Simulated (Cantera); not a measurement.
**Thermodynamics of silicon nitride deposition, feed SiCl4 + NH3 + H2 + N2**

Charge: 1 mol SiCl4, 0.87 mol NH3, 0.11 mol H2, 39 mol N2, equilibrated at 21.0 Pa.

Cantera equilibrium calculation (NASA polynomials, part measured and part estimated; ideal gas, pure solids and liquids). Candidate condensed phases: NH4Cl, Si, Si3N4; 28 gas species. The tables' values for SiCl, SiCl3, SiN are old estimates; treat these amounts as uncertain. Equilibrium is a limit: real reactors are often held back by kinetics, nucleation or transport.

At 1325 K the condensed part is Si3N4(s). From 1400 K to 2075 K nothing is condensed. The main Si-bearing gas is SiCl2 at 1325 K and Si at 2075 K.

| T (K) | log p N2 | log p HCl | log p Cl | log p SiCl2 | log p H | log p Si | log p H2 | n Si3N4(s) |
|---|---|---|---|---|---|---|---|---|
| 1325 | -3.71 | -5.00 | -8.00 | -5.38 | -8.65 | -11.56 | -5.72 | 0.0243 |
| 1400 | -3.71 | -5.02 | -7.58 | -5.33 | -8.15 | -10.51 | -5.67 | 0 |
| 1475 | -3.71 | -5.02 | -7.16 | -5.32 | -7.72 | -9.70 | -5.68 | 0 |
| 1550 | -3.71 | -5.02 | -6.78 | -5.32 | -7.34 | -8.95 | -5.67 | 0 |
| 1625 | -3.71 | -5.03 | -6.45 | -5.31 | -6.98 | -8.26 | -5.66 | 0 |
| 1700 | -3.71 | -5.04 | -6.16 | -5.32 | -6.66 | -7.61 | -5.65 | 0 |
| 1775 | -3.72 | -5.06 | -5.90 | -5.33 | -6.36 | -7.01 | -5.63 | 0 |
| 1850 | -3.72 | -5.08 | -5.65 | -5.36 | -6.09 | -6.48 | -5.63 | 0 |
| 1925 | -3.72 | -5.11 | -5.42 | -5.43 | -5.85 | -6.05 | -5.66 | 0 |
| 2000 | -3.73 | -5.14 | -5.21 | -5.58 | -5.64 | -5.74 | -5.70 | 0 |
| 2075 | -3.73 | -5.20 | -5.03 | -5.85 | -5.45 | -5.53 | -5.76 | 0 |
log p: log10 of the partial pressure in bar; n: condensed amount in mol.
